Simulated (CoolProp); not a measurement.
A closed Brayton cycle with carbon dioxide: compressor inlet 319.15 K and 9.5 MPa, high pressure 19.7 MPa, turbine inlet 990 K, compressor efficiency 0.89, turbine efficiency 0.9, recuperator effectiveness 0.95 (on enthalpy, no pinch check). Each further row changes one setting.

Computed with CoolProp (reference Helmholtz-energy equation of state, Span 1996).

| case | thermal efficiency (%) | net work (kJ/kg) | compressor to turbine work | compressor exit (K) | turbine exit (K) |
|---|---|---|---|---|---|
| as stated | 39.3 | 94.8 | 0.20 | 362.1 | 890.7 |
| turbine inlet 940 K | 38.1 | 88.4 | 0.22 | 362.1 | 844.1 |
| compressor inlet 329.15 K | 39.6 | 87.1 | 0.27 | 385.2 | 890.7 |
| high pressure 16.7 MPa | 36.3 | 75.3 | 0.19 | 352.3 | 912.6 |
| recuperator effectiveness 0.5 | 18.0 | 94.8 | 0.20 | 362.1 | 890.7 |
